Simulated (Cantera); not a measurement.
A Cantera script and what it prints.

```python
import numpy as np
import cantera as ct

gas_names = """
    C CO CO2 C2 C2O C3 C3O2 C4 C5 O O2 O3 Pb PbO Pb2
""".split()
cond_names = """
    C(gr) Pb(cr) Pb(L) PbO(rd) PbO(yw) PbO(L) PbO2(s) Pb3O4(s)
""".split()


# ... load() reads the species with a 1 bar reference pressure and builds the phases ...
atoms = {
    'PbO': {'Pb': 1, 'O': 1},
    'CO': {'C': 1, 'O': 1},
}
top_T = {'C(gr)': 4500, 'Pb3O4(s)': 820}  # K; cautious upper limits of use, not melting points


# ... equilibrate(T, P, feed) seeds the gas with the atoms and calls Mixture.equilibrate('TP', solver="vcs", rtol=1e-11, max_steps=5000) ...
results = []
feed = {'PbO': 1, 'CO': 0.6}  # mol
P = 610000  # Pa
for T in [875, 975, 1075, 1175, 1275, 1375, 1475, 1575, 1675, 1775]:
    mix = equilibrate(T, P, feed)
    results.append((T, P, feed, dict(zip(mix.species_names, mix.species_moles))))

top = {s: max(r[3][s] / sum(r[3][g] for g in gas_names) for r in results) for s in gas_names}
cols = sorted((s for s in top if top[s] > 1e-06), key=lambda s: -top[s])[:8]
seen = [c for c in cond_names if any(r[3].get(c, 0) > 1e-12 for r in results)]
print("log10 of partial pressures in bar; condensed amounts in mol")
print(f"{'T/K':>10s}" + "".join(f"{s[:9]:>10s}" for s in cols + seen))
for T, P, feed, n in results:
    ng = sum(n[g] for g in gas_names)
    print(f"{T:10.4g}" + "".join(f"{np.log10(max(n[s] / ng * P / 1e5, 1e-99)):10.3f}" for s in cols)
          + "".join(f"{n.get(c, 0):10.4g}" for c in seen))
```

It prints:

```
log10 of partial pressures in bar; condensed amounts in mol
       T/K       CO2        Pb       PbO        CO       Pb2        O2     Pb(L)   PbO(yw)    PbO(L)
       875     0.785    -6.171    -8.589    -3.683   -12.606   -15.715       0.6       0.4         0
       975     0.785    -5.038    -6.887    -3.290   -10.706   -13.037    0.5999    0.4001         0
      1075     0.785    -4.120    -5.511    -2.967    -9.170   -10.868    0.5999    0.4001         0
      1175     0.785    -3.361    -4.395    -2.679    -7.903    -9.110    0.5998         0    0.4002
      1275     0.785    -2.724    -3.538    -2.357    -6.841    -7.790    0.5994         0    0.4004
      1375     0.784    -2.183    -2.814    -2.078    -5.940    -6.674    0.5985         0    0.4007
      1475     0.782    -1.716    -2.195    -1.834    -5.165    -5.718    0.5967         0    0.4008
      1575     0.779    -1.311    -1.661    -1.621    -4.492    -4.892    0.5928         0    0.4002
      1675     0.770    -0.955    -1.196    -1.436    -3.903    -4.171     0.585         0    0.3973
      1775     0.752    -0.640    -0.789    -1.279    -3.383    -3.538    0.5704         0    0.3884
```

Equilibrium computed with Cantera from the NASA thermochemical tables; the gas is ideal and each condensed phase is pure. Each liquid is taken as pure. Mutual solubility and eutectic melting of coexisting phases are not modelled. Gases not in the tables: (PbO)n polymers.
